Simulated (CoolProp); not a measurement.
Vapour-liquid equilibrium of R152A (1) + isobutene (2) at 64.65 °C; x and y are mole fractions of (1).

Values from CoolProp's multi-fluid Helmholtz-energy mixture model, Outcalt 1996 and Lemmon 2005; pair parameters Bell 2016.

```tsv
x	bubble pressure, mixture model (bar)	bubble pressure, Raoult's law (bar)	y, mixture model	y, Raoult's law
0.05	9.766	9.113	0.129	0.092
0.15	11.51	9.913	0.303	0.253
0.25	12.87	10.71	0.419	0.390
0.35	13.95	11.51	0.507	0.508
0.45	14.83	12.32	0.581	0.611
0.55	15.53	13.12	0.648	0.701
0.65	16.09	13.92	0.714	0.781
0.75	16.51	14.72	0.783	0.852
0.85	16.76	15.52	0.859	0.916
0.95	16.80	16.32	0.948	0.973
```

The largest gap from Raoult's law is +21.2 % in bubble pressure, at x = 0.35. y crosses x between x = 0.85 and 0.95: the model has an azeotrope there.

Pair parameters are fitted to limited data, so mixtures are less certain than the pure fluids.
